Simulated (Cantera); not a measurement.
# Diamond growth

A diamond (100) surface in a fixed gas of H2 with x(CH4) = 0.026, x(H) = 0.04, x(CH3) = 1.8e-05, 4400 Pa; coverages are run to steady state.

Detailed kinetics in Cantera: the Harris–Goodwin 1993 mechanism for the reconstructed diamond (100) surface.

```json
[
 {"T (K)": "925", "growth (µm/h)": "0.288", "θ c6HH": "0.667", "θ c6H*": "0.0126", "θ c6*H": "0.314", "θ c6**": "0.00552", "θ c6HM": "0.000340"},
 {"T (K)": "975", "growth (µm/h)": "0.374", "θ c6HH": "0.619", "θ c6H*": "0.0165", "θ c6*H": "0.355", "θ c6**": "0.00823", "θ c6HM": "0.000273"},
 {"T (K)": "1025", "growth (µm/h)": "0.468", "θ c6HH": "0.574", "θ c6H*": "0.0210", "θ c6*H": "0.393", "θ c6**": "0.0117", "θ c6HM": "0.000221"},
 {"T (K)": "1075", "growth (µm/h)": "0.561", "θ c6HH": "0.531", "θ c6H*": "0.0258", "θ c6*H": "0.427", "θ c6**": "0.0161", "θ c6HM": "0.000178"},
 {"T (K)": "1125", "growth (µm/h)": "0.637", "θ c6HH": "0.491", "θ c6H*": "0.0309", "θ c6*H": "0.456", "θ c6**": "0.0214", "θ c6HM": "0.000140"},
 {"T (K)": "1175", "growth (µm/h)": "0.664", "θ c6HH": "0.455", "θ c6H*": "0.0362", "θ c6*H": "0.481", "θ c6**": "0.0277", "θ c6HM": "0.000103"},
 {"T (K)": "1225", "growth (µm/h)": "0.614", "θ c6HH": "0.421", "θ c6H*": "0.0416", "θ c6*H": "0.502", "θ c6**": "0.0349", "θ c6HM": "6.82e-5"},
 {"T (K)": "1275", "growth (µm/h)": "0.503", "θ c6HH": "0.390", "θ c6H*": "0.0470", "θ c6*H": "0.520", "θ c6**": "0.0430", "θ c6HM": "3.88e-5"},
 {"T (K)": "1325", "growth (µm/h)": "0.393", "θ c6HH": "0.362", "θ c6H*": "0.0524", "θ c6*H": "0.533", "θ c6**": "0.0520", "θ c6HM": "1.93e-5"},
 {"T (K)": "1375", "growth (µm/h)": "0.324", "θ c6HH": "0.337", "θ c6H*": "0.0576", "θ c6*H": "0.544", "θ c6**": "0.0618", "θ c6HM": "8.93e-6"}
]
```
θ: site fractions in the mechanism's names (c6HH fully hydrogenated, c6H* and c6*H radical sites, c6** diradical, c6HM methylated).
